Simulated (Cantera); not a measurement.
Feed: 1 mol Al, 0.65 mol H2O, a varied amount of N2, at 1900 K and 5.80 mbar.

Cantera equilibrium calculation (NASA polynomials, part measured and part estimated; ideal gas, pure solids and liquids). Candidate condensed phases: Al, AlN, Al2O3, H2O; 35 gas species. Equilibrium is a limit: real reactors are often held back by kinetics, nucleation or transport.

**Question.** At 300 mol N2, list the 4 most abundant gas species with their mole fractions, and the condensed phases.

**Answer.** N2 0.996, H2 0.00193, Al 0.00133, H 0.000457. Condensed: Al2O3(s).
